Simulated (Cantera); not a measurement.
Input: 1 mol Cr, 0.99 mol NH3, 5.1 mol H2, 1.1 mol N2O, held at 2723.15 K.

Method: chemical equilibrium by Gibbs-energy minimisation in Cantera with the NASA 1993 tables (ideal gas, pure condensed phases). Candidate condensed phases: Cr, CrN, Cr2N, Cr2O3, H2O; 29 gas species. Each liquid is taken as pure. Mutual solubility and eutectic melting of coexisting phases are not modelled. Equilibrium is a limit: real reactors are often held back by kinetics, nucleation or transport.

Task: Which condensed phases are stable at each of these points (P (Pa)): 0.100, 0.750, 5.60, 42, 320, 2400, 18000, 130000, 1000000?

Result: 
```json
[
 {"P (Pa)": "0.100", "condensed phases": "gas only", "Cr condensed (%)": "0.0"},
 {"P (Pa)": "0.750", "condensed phases": "gas only", "Cr condensed (%)": "0.0"},
 {"P (Pa)": "5.60", "condensed phases": "gas only", "Cr condensed (%)": "0.0"},
 {"P (Pa)": "42", "condensed phases": "gas only", "Cr condensed (%)": "0.0"},
 {"P (Pa)": "320", "condensed phases": "gas only", "Cr condensed (%)": "0.0"},
 {"P (Pa)": "2400", "condensed phases": "gas only", "Cr condensed (%)": "0.0"},
 {"P (Pa)": "18000", "condensed phases": "gas only", "Cr condensed (%)": "0.0"},
 {"P (Pa)": "130000", "condensed phases": "gas only", "Cr condensed (%)": "0.0"},
 {"P (Pa)": "1000000", "condensed phases": "Cr(l) + Cr2O3(l)", "Cr condensed (%)": "69.2"}
]
```

From 0.100 Pa to 1.30 bar nothing is condensed. At 10.0 bar the condensed part is Cr(l) + Cr2O3(l).
